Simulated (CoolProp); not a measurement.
Vapour-liquid equilibrium of CH2F2 (R32) (1) + R134a (2) at 224.5 K; x and y are mole fractions of (1).

Model: multi-fluid Helmholtz-energy mixture model, Tillner-Roth 1997 and Tillner-Roth 1994; pair parameters Lemmon 2004, in CoolProp.

| x | bubble pressure, mixture model (MPa) | bubble pressure, Raoult's law (MPa) | y, mixture model | y, Raoult's law |
|---|---|---|---|---|
| 0.05 | 0.03647 | 0.03614 | 0.168 | 0.163 |
| 0.2 | 0.04993 | 0.04903 | 0.482 | 0.480 |
| 0.35 | 0.06289 | 0.06193 | 0.661 | 0.666 |
| 0.5 | 0.07556 | 0.07482 | 0.779 | 0.787 |
| 0.65 | 0.08811 | 0.08771 | 0.864 | 0.873 |
| 0.8 | 0.1007 | 0.1006 | 0.931 | 0.937 |
| 0.95 | 0.1135 | 0.1135 | 0.984 | 0.986 |

The largest gap from Raoult's law is +1.8 % in bubble pressure, at x = 0.2. No azeotrope shows between x = 0.05 and 0.95.

The pair parameters rest on a limited set of measurements; away from them the model extrapolates.
